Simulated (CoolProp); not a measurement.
Vapour-liquid equilibrium of R143a (1) + R236FA (2) at -83.55 °C; x and y are mole fractions of (1).

Values from CoolProp's multi-fluid Helmholtz-energy mixture model, Lemmon and Jacobsen 2000 and Pan 2012; pair parameters Bell 2016.

```json
[
 {"x": "0.05", "bubble pressure, mixture model (kPa)": "1.013", "bubble pressure, Raoult's law (kPa)": "1.066", "y, mixture model": "0.553", "y, Raoult's law": "0.576"},
 {"x": "0.125", "bubble pressure, mixture model (kPa)": "1.839", "bubble pressure, Raoult's law (kPa)": "1.951", "y, mixture model": "0.773", "y, Raoult's law": "0.786"},
 {"x": "0.2", "bubble pressure, mixture model (kPa)": "2.689", "bubble pressure, Raoult's law (kPa)": "2.836", "y, mixture model": "0.858", "y, Raoult's law": "0.866"},
 {"x": "0.275", "bubble pressure, mixture model (kPa)": "3.557", "bubble pressure, Raoult's law (kPa)": "3.721", "y, mixture model": "0.903", "y, Raoult's law": "0.907"},
 {"x": "0.35", "bubble pressure, mixture model (kPa)": "4.440", "bubble pressure, Raoult's law (kPa)": "4.606", "y, mixture model": "0.931", "y, Raoult's law": "0.933"},
 {"x": "0.425", "bubble pressure, mixture model (kPa)": "5.334", "bubble pressure, Raoult's law (kPa)": "5.490", "y, mixture model": "0.949", "y, Raoult's law": "0.950"},
 {"x": "0.5", "bubble pressure, mixture model (kPa)": "6.237", "bubble pressure, Raoult's law (kPa)": "6.375", "y, mixture model": "0.962", "y, Raoult's law": "0.963"},
 {"x": "0.575", "bubble pressure, mixture model (kPa)": "7.144", "bubble pressure, Raoult's law (kPa)": "7.260", "y, mixture model": "0.972", "y, Raoult's law": "0.972"},
 {"x": "0.65", "bubble pressure, mixture model (kPa)": "8.053", "bubble pressure, Raoult's law (kPa)": "8.145", "y, mixture model": "0.980", "y, Raoult's law": "0.980"},
 {"x": "0.725", "bubble pressure, mixture model (kPa)": "8.962", "bubble pressure, Raoult's law (kPa)": "9.030", "y, mixture model": "0.986", "y, Raoult's law": "0.986"},
 {"x": "0.8", "bubble pressure, mixture model (kPa)": "9.869", "bubble pressure, Raoult's law (kPa)": "9.915", "y, mixture model": "0.991", "y, Raoult's law": "0.990"},
 {"x": "0.875", "bubble pressure, mixture model (kPa)": "10.77", "bubble pressure, Raoult's law (kPa)": "10.80", "y, mixture model": "0.995", "y, Raoult's law": "0.994"},
 {"x": "0.95", "bubble pressure, mixture model (kPa)": "11.68", "bubble pressure, Raoult's law (kPa)": "11.68", "y, mixture model": "0.998", "y, Raoult's law": "0.998"}
]
```

The largest gap from Raoult's law is -5.7 % in bubble pressure, at x = 0.125. No azeotrope shows between x = 0.05 and 0.95.

Pair parameters are fitted to limited data, so mixtures are less certain than the pure fluids.
